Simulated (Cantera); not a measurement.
Mixture: CO : H2 : CH4 : O2 : N2 = 1 : 0.23 : 0.03 : 1.37 : 5.15 (molar parts), equivalence ratio 0.49, at 1.40 bar, adiabatic and at constant pressure. Ignition delay is the time to a rise of 400 K.

Computed with Cantera and GRI-Mech 3.0 (53 species, 325 reactions). Where the delays flatten at high temperature, the 400 K rule measures the pace of heat release, not the induction time.

**Question.** Predict: delay at 1123 K; delay at 1223 K; delay at 1323 K; delay at 1423 K; delay at 1523 K; delay at 1623 K.

**Answer.** 
```
Property            Value
---------------  --------
delay at 1123 K  0.158 ms
delay at 1223 K   90.2 µs
delay at 1323 K   65.9 µs
delay at 1423 K   55.0 µs
delay at 1523 K   50.3 µs
delay at 1623 K   49.3 µs
```
